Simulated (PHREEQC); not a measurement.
Consider water at 25 °C with 2.6 mmol/kgw CuSO4 and 51 mmol/kgw HBF4. Closed to the air; pH follows from the charge balance.

Equilibrium calculation in PHREEQC: ion-association model, wateq4f.dat.

This is a speciation only: nothing precipitates in the calculation.

Q: Predict the pH.

A: pH 1.40.

Q: In which forms is S present?

A: HSO4- 66 %, SO4-2 31 %, CuSO4 3.3 % of the S.

Species that the database lacks are ignored. Real BF4- forms and hydrolyses slowly; the run takes it at equilibrium.
